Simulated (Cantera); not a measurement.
A Cantera script and what it prints.

```python
import numpy as np
import cantera as ct

gas_names = [...]  # 151 gases of nasa_gas.yaml made of C, H, N, O, Si
cond_names = """
    C(gr) C6H6(L) C7H8(L) C8H18(L),n-octa H2O(s) H2O(L) Si(cr) Si(L) SiC(b) SiO2(Lqz) SiO2(hqz) SiO2(L)
    Si2N2O(s) Si3N4(a)
""".split()


# ... load() reads the species with a 1 bar reference pressure and builds the phases ...
atoms = {
    'TEOS': {'Si': 1, 'C': 8, 'H': 20, 'O': 4},
    'O2': {'O': 2},
    'N2O': {'N': 2, 'O': 1},
}
top_T = {'C(gr)': 4500, 'SiC(b)': 3050, 'Si2N2O(s)': 2100, 'Si3N4(a)': 2400}  # K; cautious upper limits of use, not melting points


# ... equilibrate(T, P, feed) seeds the gas with the atoms and calls Mixture.equilibrate('TP', solver="vcs", rtol=1e-11, max_steps=5000) ...
results = []
feed = {'TEOS': 1, 'O2': 0.17, 'N2O': 5.2}  # mol
T = 950  # K
for P in [5, 15, 45, 140, 410, 1200, 3700, 11000, 33000, 100000]:
    mix = equilibrate(T, P, feed)
    results.append((T, P, feed, dict(zip(mix.species_names, mix.species_moles))))

top = {s: max(r[3][s] / sum(r[3][g] for g in gas_names) for r in results) for s in gas_names}
cols = sorted((s for s in top if top[s] > 1e-06), key=lambda s: -top[s])[:5]
seen = [c for c in cond_names if any(r[3].get(c, 0) > 1e-12 for r in results)]
print("log10 of partial pressures in bar; condensed amounts in mol")
print(f"{'P/Pa':>10s}" + "".join(f"{s[:9]:>10s}" for s in cols + seen))
for T, P, feed, n in results:
    ng = sum(n[g] for g in gas_names)
    print(f"{P:10.4g}" + "".join(f"{np.log10(max(n[s] / ng * P / 1e5, 1e-99)):10.3f}" for s in cols)
          + "".join(f"{n.get(c, 0):10.4g}" for c in seen))
```

Result:

```
log10 of partial pressures in bar; condensed amounts in mol
      P/Pa        H2        CO        N2       H2O       CO2     C(gr) SiO2(hqz)
         5    -4.658    -4.780    -4.942    -9.468    -9.337    0.4603         1
        15    -4.181    -4.303    -4.465    -8.514    -8.383     0.461         1
        45    -3.704    -3.826    -3.988    -7.560    -7.429    0.4629         1
       140    -3.211    -3.334    -3.494    -6.574    -6.444    0.4691         1
       410    -2.744    -2.869    -3.027    -5.643    -5.514    0.4865         1
      1200    -2.278    -2.406    -2.560    -4.714    -4.589    0.5363         1
      3700    -1.790    -1.929    -2.067    -3.749    -3.634    0.6824         1
   1.1e+04    -1.321    -1.486    -1.585    -2.837    -2.749     1.032         1
   3.3e+04    -0.857    -1.077    -1.090    -1.964    -1.931     1.696         1
     1e+05    -0.411    -0.718    -0.578    -1.159    -1.213     2.533         1
```

Equilibrium computed with Cantera from the NASA thermochemical tables; the gas is ideal and each condensed phase is pure. The feed counts by its element totals alone.
